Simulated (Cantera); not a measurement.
Cantera with NASA thermochemical tables; ideal gases at 1 bar, condensed phases pure. Values are per mole of reaction as written; species without (g) are pure solids or liquids, kept so even where they would boil at 1 bar.

6 NO(g) ⇌ 3 N2(g) + 2 O3(g)

```
T (K)  ΔH° (kJ)  ΔS° (J/K)  ΔG° (kJ)  log10 K
-----  --------  ---------  --------  -------
300      -264.0     -211.7    -200.5    34.91
1700          ?          ?         ?        ?
1725          ?          ?         ?        ?
1750     -257.5     -207.8     106.2    -3.17
1775          ?          ?         ?        ?
1800     -256.7     -207.4     116.6    -3.38
1825     -256.3     -207.1     121.7    -3.48
1850     -255.8     -206.9     126.9    -3.58
1875     -255.4     -206.6     132.1    -3.68
1900     -254.8     -206.4     137.3    -3.77
```

### Question
Fill in the missing entries.

### Answer

- 1700, ΔH° (kJ): -258.2
- 1700, ΔS° (J/K): -208.2
- 1700, ΔG° (kJ): 95.8
- 1700, log10 K: -2.94
- 1725, ΔH° (kJ): -257.9
- 1725, ΔS° (J/K): -208.0
- 1725, ΔG° (kJ): 101.0
- 1725, log10 K: -3.06
- 1775, ΔH° (kJ): -257.1
- 1775, ΔS° (J/K): -207.6
- 1775, ΔG° (kJ): 111.4
- 1775, log10 K: -3.28
